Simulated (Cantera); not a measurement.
**Diamond growth**

A diamond (100) surface in a fixed gas of H2 with x(CH4) = 0.011, x(H) = 0.026, x(CH3) = 0.001, at 1075 K; coverages are run to steady state.

Detailed kinetics in Cantera: the Harris–Goodwin 1993 mechanism for the reconstructed diamond (100) surface.

```tsv
P (Pa)	growth (µm/h)	θ c6HH	θ c6H*	θ c6*H	θ c6**	θ c6HM
300	1.30	0.524	0.0251	0.421	0.0157	0.00906
550	2.88	0.523	0.0250	0.420	0.0156	0.0111
990	5.86	0.522	0.0250	0.419	0.0156	0.0126
1800	11.5	0.521	0.0250	0.418	0.0156	0.0137
3300	22.1	0.520	0.0250	0.418	0.0156	0.0143
5900	40.5	0.520	0.0251	0.417	0.0156	0.0147
11000	76.7	0.520	0.0254	0.417	0.0156	0.0150
19000	134	0.520	0.0258	0.416	0.0157	0.0151
```
θ: site fractions in the mechanism's names (c6HH fully hydrogenated, c6H* and c6*H radical sites, c6** diradical, c6HM methylated).
